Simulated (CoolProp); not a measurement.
Methane along the isotherm -120.25 °C: density (kg/m³) from the reference equation and from simpler models built on Tc = -82.6 °C, pc = 45.99 bar, ω = 0.011; each cubic takes its own stable root.

Computed with CoolProp (reference Helmholtz-energy equation of state, Setzmann 1991).

```json
[
 {"p (bar)": "32.9", "phase": "liquid", "reference": "357.4"},
 {"p (bar)": "65.7", "phase": "liquid", "reference": "364.5"},
 {"p (bar)": "98.6", "phase": "liquid", "reference": "370.6"},
 {"p (bar)": "131", "phase": "liquid", "reference": "376.0"},
 {"p (bar)": "164", "phase": "liquid", "reference": "380.8"},
 {"p (bar)": "197", "phase": "liquid", "reference": "385.3"},
 {"p (bar)": "230", "phase": "liquid", "reference": "389.3"},
 {"p (bar)": "263", "phase": "liquid", "reference": "393.1"},
 {"p (bar)": "296", "phase": "liquid", "reference": "396.7"},
 {"p (bar)": "329", "phase": "liquid", "reference": "400.0"},
 {"p (bar)": "361", "phase": "liquid", "reference": "403.0"},
 {"p (bar)": "394", "phase": "liquid", "reference": "406.0"},
 {"p (bar)": "427", "phase": "liquid", "reference": "408.9"},
 {"p (bar)": "460", "phase": "liquid", "reference": "411.6"}
]
```

Problem. How far does each simpler model (Redlich-Kwong, Soave-Redlich-Kwong) lie from the reference over these 14 states: mean and median of the absolute difference, and the worst?

Solution. 
- Redlich-Kwong: mean 0.9 %, median 0.7 %, worst -3.1 % at -120.25 °C and 32.9 bar
- Soave-Redlich-Kwong: mean 1.0 %, median 0.6 %, worst -3.8 % at -120.25 °C and 32.9 bar
